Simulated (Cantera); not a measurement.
Charge: 1 mol CH4, 0.25 mol H2O, equilibrated at 36800 Torr.

Method: chemical equilibrium by Gibbs-energy minimisation in Cantera with the NASA 1993 tables (ideal gas, pure condensed phases). Candidate condensed phases: C, C6H6, C7H8, C8H18, H2O; 131 gas species. Ions and electrons are included (thermal ionisation). The ideal-gas law is rough above about 30 bar. The numbers say what is thermodynamically allowed, not how fast it happens.

### Question
At 3500 K, list the 5 most abundant gas species with their mole fractions, and the condensed phases.

### Answer
H2 0.697, C2H2 (acetylene) 0.118, CO 0.0964, H 0.0704, C4H2 0.00829. Condensed: gas only.
